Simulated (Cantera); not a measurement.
Standard-state values (1 bar) from the NASA 1993 polynomials, evaluated with Cantera. Values are per mole of reaction as written; species without (g) are pure solids or liquids, kept so even where they would boil at 1 bar. ZrN: taken at fixed stoichiometry.

Question: Between 300 and 1698 K, where is each reaction favourable under standard conditions?
- ZrO₂ + 3 N₂O(g) ⇌ ZrN + 5 NO(g)

Answer: 
- ZrO₂ + 3 N₂O(g) ⇌ ZrN + 5 NO(g): ΔG° is 829 kJ at 300 K and 305 kJ at 1698 K; it stays positive (K < 1). ΔH° is 918 kJ and ΔS° 361 J/K at 1698 K.
